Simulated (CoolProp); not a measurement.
A simple Rankine cycle with dimethyl ether: condensing at 323.15 K, boiler at 4.45 MPa, turbine inlet 405 K, turbine efficiency 0.75, pump efficiency 0.7, no recuperator. Each further row changes one setting.

Model: reference Helmholtz-energy equation of state, Wu 2011, in CoolProp.

```
case                             thermal efficiency (%)  net work (kJ/kg)  heat in (kJ/kg)  turbine exit temperature (K)  volume ratio over the turbine
-------------------------------  ----------------------  ----------------  ---------------  ----------------------------  -----------------------------
as stated                                    (withheld)              41.1              423                         335.0                           4.38
turbine inlet 425 K                                10.2        (withheld)              480                         361.0                           4.12
condensing temperature 315.15 K                    10.8              48.1              444                         327.2                     (withheld)
boiler pressure 3.11 MPa                            8.0              37.6              467                         360.5                     (withheld)
turbine efficiency 0.65                             8.2              34.6              423                         338.4                           4.45
```

### Question
What belongs in the gaps?

### Answer

- as stated, thermal efficiency (%): 9.7
- turbine inlet 425 K, net work (kJ/kg): 48.8
- condensing temperature 315.15 K, volume ratio over the turbine: 5.34
- boiler pressure 3.11 MPa, volume ratio over the turbine: 2.79
